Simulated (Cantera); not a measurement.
**Reactions in the system H-N-O-P**

Standard-state values (1 bar) from the NASA 1993 polynomials, evaluated with Cantera. Values are per mole of reaction as written; species without (g) are pure solids or liquids, kept so even where they would boil at 1 bar.

11 NH3(g) + 2 P4O10 = 9 OH(g) + 11 NO(g) + 8 PH3(g)

```
T (K)  ΔH° (kJ)  ΔS° (J/K)  ΔG° (kJ)  log10 K
-----  --------  ---------  --------  -------
375      7930.0     3086.1    6772.8  -943.37
425      7929.3     3084.4    6618.5  -813.43
475      7926.6     3078.5    6464.4  -710.86
525      7922.2     3069.5    6310.7  -627.87
575      7916.1     3058.4    6157.5  -559.35
625      7908.4     3045.6    6004.9  -501.85
```
